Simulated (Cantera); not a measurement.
What does this Cantera script print?

```python
import numpy as np
import cantera as ct

gas = ct.Solution("gri30.yaml")
gas.TPX = 2223, 38000, {'NO': 1, 'N2': 0.5}
inlet = ct.Reservoir(gas, clone=True)

reactor = ct.IdealGasConstPressureReactor(gas, energy="off", clone=False)
exhaust = ct.Reservoir(gas, clone=True)
tau = [0.93, 0.49, 0.26, 0.14, 0.071, 0.038, 0.02, 0.01, 0.0055, 0.0029, 0.0015][0]
for a, b in ((inlet, reactor), (reactor, exhaust)):
    ct.MassFlowController(a, b, mdot=lambda t: reactor.mass / tau)
net = ct.ReactorNet([reactor])
show = ['NO', 'NO2', 'O', 'O2', 'N2', 'N2O']

rows = []
print(f"{'tau/s':>10s}{'T/K':>9s}" + "".join(f"{s:>11s}" for s in show))
for tau in [0.93, 0.49, 0.26, 0.14, 0.071, 0.038, 0.02, 0.01, 0.0055, 0.0029, 0.0015]:
    net.initial_time = 0.0
    net.advance(30 * tau)
    before = gas.X
    net.advance(40 * tau)
    drift = np.max(np.abs(gas.X - before) / (gas.X + 1e-9))
    rows.append([gas.T, *gas[show].X, drift])
    print(f"{tau:10.3e}{gas.T:9.1f}" + "".join(f"{x:11.3e}" for x in gas[show].X))
```

It prints:

```
     tau/s      T/K         NO        NO2          O         O2         N2        N2O
 9.300e-01   2223.0  1.050e-01  9.197e-05  2.708e-03  2.789e-01  6.132e-01  4.506e-06
 4.900e-01   2223.0  1.587e-01  1.322e-04  2.585e-03  2.521e-01  5.864e-01  9.956e-06
 2.600e-01   2223.0  2.368e-01  1.817e-04  2.395e-03  2.132e-01  5.474e-01  2.221e-05
 1.400e-01   2223.0  3.362e-01  2.268e-04  2.128e-03  1.636e-01  4.978e-01  4.582e-05
 7.100e-02   2223.0  4.530e-01  2.484e-04  1.762e-03  1.054e-01  4.395e-01  8.663e-05
 3.800e-02   2223.0  5.415e-01  2.335e-04  1.420e-03  6.139e-02  3.953e-01  1.289e-04
 2.000e-02   2223.0  6.004e-01  2.003e-04  1.134e-03  3.216e-02  3.659e-01  1.636e-04
 1.000e-02   2223.0  6.345e-01  1.663e-04  9.203e-04  1.526e-02  3.489e-01  1.858e-04
 5.500e-03   2223.0  6.495e-01  1.443e-04  7.976e-04  7.866e-03  3.415e-01  1.941e-04
 2.900e-03   2223.0  6.579e-01  1.261e-04  6.981e-04  3.761e-03  3.373e-01  1.941e-04
 1.500e-03   2223.0  6.623e-01  1.083e-04  5.990e-04  1.649e-03  3.352e-01  1.850e-04
```

Model: GRI-Mech 3.0 (53 species, 325 reactions), integrated in Cantera.
